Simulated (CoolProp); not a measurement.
Computed with CoolProp (reference Helmholtz-energy equation of state, Wagner 2002).

### Question
Give the vapour pressure (MPa), liquid density (kg/m³), vapour density (kg/m³), enthalpy of vaporisation (kJ/kg) of saturated water at 487.4 K.

### Answer
```
T (K)  p (MPa)  liquid density (kg/m³)  vapour density (kg/m³)  enthalpy of vaporisation (kJ/kg)
-----  -------  ----------------------  ----------------------  --------------------------------
487.4     2.08                     847                    10.4                              1880
```
